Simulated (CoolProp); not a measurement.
A single-stage vapour-compression cycle with CH2F2 (R32): evaporating at 244.15 K (dew point), condensing at 299.15 K (bubble point), superheat 8 K, subcooling 0 K, compressor efficiency 0.7, no pressure losses. Each further row changes one setting.

Computed with CoolProp (reference Helmholtz-energy equation of state, Tillner-Roth 1997).

```csv
case,cooling COP,pressure ratio,discharge temperature (K),refrigerating effect (kJ/kg),volumetric capacity (kJ/m³)
as stated,2.33,6.09,393.1,267,2030
evaporating temperature 249.15 K,2.67,[?],[?],[?],2480
condensing temperature 294.15 K,2.64,[?],381.7,276,2100
subcooling 5 K,2.41,6.09,393.1,277,2100
superheat 18 K,2.30,6.09,406.8,276,[?]
compressor efficiency 0.6,2.00,6.09,410.4,267,2030
```

**Question.** Complete the blanks.

**Answer.** 
- evaporating temperature 249.15 K, pressure ratio: 4.99
- evaporating temperature 249.15 K, discharge temperature (K): 382.4
- evaporating temperature 249.15 K, refrigerating effect (kJ/kg): 269
- condensing temperature 294.15 K, pressure ratio: 5.32
- superheat 18 K, volumetric capacity (kJ/m³): 2000
